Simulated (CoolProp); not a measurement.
A simple Rankine cycle with cyclopropane: condensing at 311.15 K, boiler at 2.85 MPa, turbine inlet 472 K, turbine efficiency 0.85, pump efficiency 0.6, no recuperator. Each further row changes one setting.

Computed with CoolProp (reference Helmholtz-energy equation of state, Polt 1992). This equation is an older, rougher fit; its heat capacities, sound speeds and derivatives of the liquid may be far off and weren't checked against measurements.

| case | thermal efficiency (%) | net work (kJ/kg) | heat in (kJ/kg) | turbine exit temperature (K) | volume ratio over the turbine |
|---|---|---|---|---|---|
| as stated | 9.9 | 66.4 | 668 | 429.0 | 2.73 |
| condensing temperature 303.15 K | 11.6 | 79.5 | 686 | 421.0 | 3.30 |
| boiler pressure 1.99 MPa | 6.7 | 45.9 | 679 | 444.7 | 1.91 |
| turbine efficiency 0.75 | 8.7 | 58.0 | 668 | 433.1 | 2.76 |
